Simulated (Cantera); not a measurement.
Input (Python, Cantera) and output of one run.

```python
import numpy as np
import cantera as ct

gas_names = """
    C CN CO CO2 C2 CCN CNC C2N2 C2O C3 C3O2 C4 C4N2 C5 N NCO NO NO2 NO3 N2 N2O O O2 O3 Pb PbO Pb2
""".split()
cond_names = """
    C(gr) Pb(cr) Pb(L) PbO(rd) PbO(yw) PbO(L) PbO2(s) Pb3O4(s)
""".split()


# ... load() reads the species with a 1 bar reference pressure and builds the phases ...
atoms = {
    'PbO': {'Pb': 1, 'O': 1},
    'CO': {'C': 1, 'O': 1},
    'N2': {'N': 2},
}
top_T = {'C(gr)': 4500, 'Pb3O4(s)': 820}  # K; cautious upper limits of use, not melting points


# ... equilibrate(T, P, feed) seeds the gas with the atoms and calls Mixture.equilibrate('TP', solver="vcs", rtol=1e-11, max_steps=5000) ...
results = []
T = 1300  # K
P = 330000  # Pa
for m in [0.13, 0.17, 0.23, 0.31, 0.41, 0.55, 0.73, 0.98, 1.3, 1.8]:
    feed = {'PbO': 1, 'CO': m, 'N2': 0.26}  # mol
    mix = equilibrate(T, P, feed)
    results.append((T, P, feed, dict(zip(mix.species_names, mix.species_moles))))
    x = sorted(zip(gas.X, gas.species_names), reverse=True)
    print(f"T = {T:g} K  P = {P:g} Pa  n(CO) = {m:g} mol  gas = {mix.phase_moles(0):.4g} mol")
    print("   x: " + "  ".join(f"{s} {v:.3e}" for v, s in x if v > 1e-06))
    print("   condensed (mol): " + ("  ".join(f"{mix.phase(i).name} {mix.phase_moles(i):.4g}"
          for i in range(1, mix.n_phases) if mix.phase_moles(i) > 1e-12) or "none"))
```

Result:

```
T = 1300 K  P = 330000 Pa  n(CO) = 0.13 mol  gas = 0.3904 mol
   x: N2 6.660e-01  CO2 3.327e-01  Pb 7.952e-04  CO 2.843e-04  PbO 1.368e-04
   condensed (mol): Pb(L) 0.1296  PbO(L) 0.8701
T = 1300 K  P = 330000 Pa  n(CO) = 0.17 mol  gas = 0.4304 mol
   x: N2 6.041e-01  CO2 3.946e-01  Pb 7.952e-04  CO 3.372e-04  PbO 1.368e-04
   condensed (mol): Pb(L) 0.1695  PbO(L) 0.8301
T = 1300 K  P = 330000 Pa  n(CO) = 0.23 mol  gas = 0.4905 mol
   x: N2 5.301e-01  CO2 4.685e-01  Pb 7.952e-04  CO 4.004e-04  PbO 1.368e-04
   condensed (mol): Pb(L) 0.2294  PbO(L) 0.7701
T = 1300 K  P = 330000 Pa  n(CO) = 0.31 mol  gas = 0.5705 mol
   x: CO2 5.429e-01  N2 4.557e-01  Pb 7.952e-04  CO 4.639e-04  PbO 1.368e-04
   condensed (mol): Pb(L) 0.3093  PbO(L) 0.6902
T = 1300 K  P = 330000 Pa  n(CO) = 0.41 mol  gas = 0.6706 mol
   x: CO2 6.108e-01  N2 3.877e-01  Pb 7.952e-04  CO 5.220e-04  PbO 1.368e-04
   condensed (mol): Pb(L) 0.4091  PbO(L) 0.5903
T = 1300 K  P = 330000 Pa  n(CO) = 0.55 mol  gas = 0.8108 mol
   x: CO2 6.778e-01  N2 3.207e-01  Pb 7.952e-04  CO 5.792e-04  PbO 1.368e-04
   condensed (mol): Pb(L) 0.5489  PbO(L) 0.4504
T = 1300 K  P = 330000 Pa  n(CO) = 0.73 mol  gas = 0.9909 mol
   x: CO2 7.361e-01  N2 2.624e-01  Pb 7.952e-04  CO 6.290e-04  PbO 1.368e-04
   condensed (mol): Pb(L) 0.7286  PbO(L) 0.2705
T = 1300 K  P = 330000 Pa  n(CO) = 0.98 mol  gas = 1.241 mol
   x: CO2 7.889e-01  N2 2.095e-01  Pb 7.952e-04  CO 6.741e-04  PbO 1.368e-04
   condensed (mol): Pb(L) 0.9782  PbO(L) 0.02067
T = 1300 K  P = 330000 Pa  n(CO) = 1.3 mol  gas = 1.561 mol
   x: CO2 6.405e-01  CO 1.922e-01  N2 1.665e-01  Pb 7.952e-04
   condensed (mol): Pb(L) 0.9988
T = 1300 K  P = 330000 Pa  n(CO) = 1.8 mol  gas = 2.062 mol
   x: CO2 4.851e-01  CO 3.880e-01  N2 1.261e-01  Pb 7.952e-04
   condensed (mol): Pb(L) 0.9984
```

Method: chemical equilibrium by Gibbs-energy minimisation in Cantera with the NASA 1993 tables (ideal gas, pure condensed phases). Each liquid is taken as pure. Mutual solubility and eutectic melting of coexisting phases are not modelled. Gases not in the tables: (PbO)n polymers.
